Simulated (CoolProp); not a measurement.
Methane at 280.62 K and 1.89 MPa is throttled through a valve to 0.915 MPa with no heat exchange. Each further row changes one setting.

The numbers come from the reference Helmholtz-energy equation of state, Setzmann 1991 in CoolProp.

```tsv
case	temperature change (K)	final density (kg/m³)
as stated	-4.8	[?]
outlet pressure 0.275 MPa	-8.1	1.96
outlet pressure 1.19 MPa	[?]	[?]
```

Problem. Complete the blanks.

Solution. 
- as stated, final density (kg/m³): 6.54
- outlet pressure 1.19 MPa, temperature change (K): -3.5
- outlet pressure 1.19 MPa, final density (kg/m³): 8.51
